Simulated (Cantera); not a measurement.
A freely propagating, adiabatic, planar premixed flame of CH₄ : C₂H₆ : C₃H₈ : O₂ : N₂ : H₂O = 1 : 0.038 : 0.37 : 2.85 : 10.7 : 4.1 (molar parts), equivalence ratio 1.4, unburnt at 348 K and 1.01 bar; mixture-averaged transport, grid criteria slope 0.08 and curve 0.16, no radiation.

Cantera simulation using GRI-Mech 3.0 (53 species, 325 reactions); the numbers are that mechanism's predictions, not measurements. GRI-Mech 3.0 was tuned for natural gas; its chemistry of propane as a main component is partial and can be far from experiment. Burning velocities carry a grid error of a few per cent, more on coarse grids.

x: mole fraction of selected species; z is measured from the peak of heat release.

```csv
z (mm),T (K),u (m/s),x CH₄,x C₂H₆,x C₃H₈,x H,x O₂,x C₂H₂
-6.66,348,0.0661,0.0523,0.00199,0.0194,<1e-8,0.149,5.51e-8
-4.44,353,0.0673,0.0519,0.00198,0.0193,<1e-8,0.148,1.57e-6
-3.33,374,0.0718,0.0509,0.00196,0.0191,<1e-8,0.146,1.08e-5
-2.22,494,0.0959,0.0468,0.00191,0.0185,<1e-8,0.135,9.65e-5
-1.11,895,0.178,0.0337,0.00167,0.0128,2.76e-7,0.0955,0.000600
-0.555,[?],0.246,[?],[?],[?],[?],[?],[?]
0,1517,0.311,0.00947,0.000341,4.45e-5,0.000211,0.0219,0.00237
0.555,1652,0.338,0.00393,4.67e-5,6.66e-8,0.000327,0.00612,0.00253
1.11,1693,0.346,[?],[?],<1e-8,[?],[?],[?]
2.22,1713,0.349,0.00222,2.88e-6,<1e-8,0.000115,0.000466,0.00200
4.44,1719,0.350,0.00210,7.34e-7,<1e-8,5.61e-5,8.36e-5,0.00179
8.88,1721,0.350,0.00198,3.96e-7,<1e-8,4.42e-5,7.96e-6,0.00155
17.8,1720,0.351,0.00177,2.84e-7,<1e-8,4.31e-5,2.63e-7,0.00120
```

Question: Fill in the missing entries.

Answer: 
- -0.555, T (K): 1213
- -0.555, x CH₄: 0.0223
- -0.555, x C₂H₆: 0.00133
- -0.555, x C₃H₈: 0.00450
- -0.555, x H: 1.30e-5
- -0.555, x O₂: 0.0592
- -0.555, x C₂H₂: 0.00121
- 1.11, x CH₄: 0.00267
- 1.11, x C₂H₆: 1.31e-5
- 1.11, x H: 0.000245
- 1.11, x O₂: 0.00206
- 1.11, x C₂H₂: 0.00225
